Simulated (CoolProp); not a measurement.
Aqueous calcium chloride as a coolant, 25 % by mass, freezing at -29.0 °C, 1 atm.

The numbers come from the Melinder's fits for secondary coolants in CoolProp.

| T (°C) | viscosity (mPa s) | Prandtl number | density (kg/m³) | cp (kJ/(kg K)) |
|---|---|---|---|---|
| -10.2 | 5.57 | 30.1 | 1240 | 2.836 |
| -5.8 | 4.84 | 26.0 | 1239 | 2.851 |
| -1.4 | 4.25 | 22.6 | 1237 | 2.864 |
| 3 | 3.76 | 19.9 | 1236 | 2.878 |
| 7.4 | 3.35 | 17.6 | 1234 | 2.890 |
| 11.9 | 3.00 | 15.7 | 1233 | 2.903 |
| 16.3 | 2.71 | … | 1231 | 2.915 |
| 20.7 | 2.46 | 12.7 | … | 2.926 |
| 25.1 | 2.25 | 11.5 | 1226 | 2.937 |
| 29.5 | 2.06 | 10.5 | 1224 | 2.947 |
| 33.9 | 1.90 | 9.56 | … | 2.957 |
| 38.3 | 1.75 | 8.75 | 1218 | 2.966 |

### Question
Complete the blanks.

### Answer

- 16.3, Prandtl number: 14.1
- 20.7, density (kg/m³): 1229
- 33.9, density (kg/m³): 1221
